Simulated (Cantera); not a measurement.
**Moist CO burnout**

An isothermal, constant-pressure homogeneous reactor starts with CO : O2 : H2O : N2 = 0.0085 : 0.0068 : 0.061 : 1 (molar parts), at 1300 K and 0.987 atm.

Model: GRI-Mech 3.0 (53 species, 325 reactions), integrated in Cantera.

```tsv
t (s)	x CO	x O2	x H2O	x NO2	x OH	x H2O2	x H
1.00e-6	0.00790	0.00632	0.0567	<1e-12	1.64e-12	<1e-12	<1e-12
4.27e-6	0.00790	0.00632	0.0567	<1e-12	9.18e-12	<1e-12	<1e-12
1.82e-5	0.00790	0.00632	0.0567	<1e-12	7.19e-11	<1e-12	9.92e-12
7.77e-5	0.00790	0.00632	0.0567	<1e-12	6.63e-10	<1e-12	2.28e-10
0.000331	0.00790	0.00632	0.0567	<1e-12	1.02e-8	4.43e-12	4.76e-9
0.00141	0.00783	0.00629	0.0566	<1e-12	2.00e-5	1.37e-8	9.91e-6
0.00603	0.000495	0.00285	0.0562	8.44e-11	0.000181	2.59e-7	0.000121
0.0257	2.26e-5	0.00240	0.0568	6.07e-10	4.41e-5	3.24e-8	2.08e-6
0.110	1.25e-6	0.00238	0.0569	8.75e-10	1.28e-5	3.43e-9	4.58e-8
0.469	1.09e-7	0.00238	0.0569	4.12e-10	4.92e-6	5.35e-10	2.34e-9
2.00	2.94e-8	0.00238	0.0569	2.86e-10	2.79e-6	1.76e-10	4.38e-10
```
x: mole fraction; the columns are a selection and need not sum to one.

Equilibrium at this temperature and pressure: CO 2.52e-8, O2 0.00236, H2O 0.0569, NO2 5.25e-8, OH 2.58e-6, H2O2 1.51e-10, H 3.56e-10 (gas phase only).
